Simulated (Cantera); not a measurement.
Input: 1 mol Si, a varied amount of CO2, 12 mol CO, at 1250 °C and 1.33 mbar.

Equilibrium computed with Cantera from the NASA thermochemical tables; the gas is ideal and each condensed phase is pure. Candidate condensed phases: C, Si, SiC, SiO2; 20 gas species. The tables hold silica as quartz up to 1696 K and as liquid above; real silica turns to tridymite and cristobalite and melts near 1996 K. Kinetics and transport are ignored.

Problem. What share of the Si ends up in condensed phases as a function of n(CO2) (mol), at 0.12, 0.18, 0.28, 0.43, 0.66, 1, 1.6, 2.5, 3.8, 5.9, 9.1?

Solution. 
| n(CO2) (mol) | Si condensed (%) | as |
|---|---|---|
| 0.12 | 44.0 | SiC(s) |
| 0.18 | 41.0 | SiC(s) |
| 0.28 | 36.0 | SiC(s) |
| 0.43 | 28.5 | SiC(s) |
| 0.66 | 17.0 | SiC(s) |
| 1 | 0.0 | - |
| 1.6 | 60.0 | SiO2(β-quartz) |
| 2.5 | 100.0 | SiO2(β-quartz) |
| 3.8 | 100.0 | SiO2(β-quartz) |
| 5.9 | 100.0 | SiO2(β-quartz) |
| 9.1 | 100.0 | SiO2(β-quartz) |
